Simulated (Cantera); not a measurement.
Charge: 1 mol Ni, a varied amount of H2S, 2.8 mol N2, held at 702 °C and 4.10 bar.

Cantera equilibrium calculation (NASA polynomials, part measured and part estimated; ideal gas, pure solids and liquids). Candidate condensed phases: Ni, NiS, NiS2, Ni3S2, Ni3S4, S; 17 gas species. Metal and sulfide melt together well below either melting point, which pure phases cannot show. Equilibrium is a limit: real reactors are often held back by kinetics, nucleation or transport.

x: gas mole fraction; n: condensed amount in mol.

```json
[
 {"n(H2S) (mol)": "0.0072", "x N2": "0.997", "x H2S": "7.30e-6", "x H2": "0.00256", "x NH3": "?", "n Ni(s)": "0.989", "n Ni3S2(s)": "0.00359"},
 {"n(H2S) (mol)": "0.015", "x N2": "0.995", "x H2S": "1.52e-5", "x H2": "0.00531", "x NH3": "?", "n Ni(s)": "0.978", "n Ni3S2(s)": "0.00748"},
 {"n(H2S) (mol)": "0.032", "x N2": "0.989", "x H2S": "3.22e-5", "x H2": "0.0113", "x NH3": "?", "n Ni(s)": "0.952", "n Ni3S2(s)": "0.0160"},
 {"n(H2S) (mol)": "0.069", "x N2": "0.976", "x H2S": "6.84e-5", "x H2": "0.0240", "x NH3": "?", "n Ni(s)": "0.897", "n Ni3S2(s)": "0.0344"},
 {"n(H2S) (mol)": "0.15", "x N2": "0.949", "x H2S": "0.000145", "x H2": "0.0507", "x NH3": "?", "n Ni(s)": "0.776", "n Ni3S2(s)": "0.0748"},
 {"n(H2S) (mol)": "0.31", "x N2": "0.900", "x H2S": "0.000283", "x H2": "0.0993", "x NH3": "?", "n Ni(s)": "0.536", "n Ni3S2(s)": "0.155"},
 {"n(H2S) (mol)": "0.65", "x N2": "0.812", "x H2S": "0.000536", "x H2": "0.188", "x NH3": "?", "n Ni(s)": "0.0278", "n Ni3S2(s)": "0.324"},
 {"n(H2S) (mol)": "1.4", "x N2": "0.667", "x H2S": "0.175", "x H2": "0.159", "x NH3": "?", "n Ni(s)": "0", "n Ni3S2(s)": "0.333"},
 {"n(H2S) (mol)": "2.9", "x N2": "0.491", "x H2S": "0.392", "x H2": "0.117", "x NH3": "?", "n Ni(s)": "0", "n Ni3S2(s)": "0.333"}
]
```

**Question.** What belongs in the gaps?

**Answer.** 
- 0.0072, x NH3: 3.65e-7
- 0.015, x NH3: 1.09e-6
- 0.032, x NH3: 3.36e-6
- 0.069, x NH3: 1.04e-5
- 0.15, x NH3: 3.14e-5
- 0.31, x NH3: 8.40e-5
- 0.65, x NH3: 0.000207
- 1.4, x NH3: 0.000146
- 2.9, x NH3: 7.93e-5
